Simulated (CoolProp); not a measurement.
Vapour-liquid equilibrium of R22 (1) + R113 (2) at 591 kPa; x and y are mole fractions of (1).

Computed with CoolProp (multi-fluid Helmholtz-energy mixture model, Kamei 1995 and Marx 1992; pair parameters Bell 2016).

```
x     bubble temperature, mixture model (°C)  bubble temperature, Raoult's law (°C)  y, mixture model  y, Raoult's law
----  --------------------------------------  -------------------------------------  ----------------  ---------------
0.05                                    97.1                                   93.4             0.310            0.401
0.2                                     59.5                                   59.0             0.768            0.803
0.35                                    38.2                                   40.2             0.900            0.913
0.5                                     26.0                                   28.0             0.947            0.957
0.65                                    18.1                                   19.2             0.970            0.979
0.8                                     12.3                                   12.4             0.984            0.991
0.95                                     7.1                                    7.0             0.996            0.998
```

The largest gap from Raoult's law is +3.7 K in bubble temperature, at x = 0.05. No azeotrope shows between x = 0.05 and 0.95.

The pair parameters rest on a limited set of measurements; away from them the model extrapolates. The gap from Raoult's law changes sign with composition, which may be real or a fault of the pair parameters; it wasn't checked against measurements.
